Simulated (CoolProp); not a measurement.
Vapour pressure (bar) of normal hydrogen: the reference equation beside estimates from Tc = -240.0 °C, pc = 12.96 bar, ω = -0.219.

Values from CoolProp's reference Helmholtz-energy equation of state, Leachman 2009.

```
T (°C)    reference  van der Waals  Peng-Robinson
-------  ----------  -------------  -------------
-250.35  (withheld)          2.376          2.005
-248.95       2.699          3.211          2.791
-247.55       3.635          4.216     (withheld)
-246.15       4.779          5.401          4.939
-244.75       6.154          6.777          6.338
-243.35       7.787          8.352     (withheld)
-241.95       9.711          10.13          9.872
-240.55       11.97     (withheld)          12.04
```

**Question.** Some entries are withheld; supply them.

**Answer.** 
- -250.35, reference: 1.947
- -247.55, Peng-Robinson: 3.763
- -243.35, Peng-Robinson: 7.976
- -240.55, van der Waals: 12.13

Absolute difference from the reference over all 8 rows, mean and median: van der Waals 11.6 and 11.6 %, Peng-Robinson 2.6 and 3.0 %.
